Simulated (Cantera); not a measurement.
Gas mixture: N2 : CO2 : CO : H2O = 0.28 : 0.93 : 0.92 : 0.43 (molar parts), at 9.57 atm, frozen composition.

Cantera's kinetic-theory transport with the Lennard-Jones parameters of GRI-Mech 3.0, ideal gas; thermal conductivity in the multicomponent form. Polar gases are described roughly by these parameters.

D: mixture-averaged diffusion coefficient of that species in the mixture.

```
T (K)  ρ (kg/m³)  cp (J/kg/K)  μ (µPa s)  λ (mW/m/K)     Pr  D (cm²/s) N2  D (cm²/s) CO2  D (cm²/s) NH3
-----  ---------  -----------  ---------  ----------  -----  ------------  -------------  -------------
400         9.38         1074        [?]        31.0  0.693        0.0328         0.0282         0.0347
500         7.50         1122        [?]        38.9  0.694        0.0486         0.0424         0.0533
600         6.25         1167        [?]        46.7  0.695        0.0667         0.0587         0.0751
700         5.36         1209        [?]        54.3  0.696        0.0870         0.0770         0.0999
800         4.69         1247        [?]        61.9  0.696         0.109         0.0973          0.127
900         4.17         1282       37.7        69.4  0.696         0.133          0.119          0.158
1000        3.75         1312       40.7        76.7  0.697         0.159          0.143          0.190
1100        3.41         1338       43.6        83.8  0.696         0.187          0.168          0.225
```

Problem. What belongs in the gaps?

Solution. 
- 400, μ (µPa s): 20.0
- 500, μ (µPa s): 24.0
- 600, μ (µPa s): 27.8
- 700, μ (µPa s): 31.3
- 800, μ (µPa s): 34.6
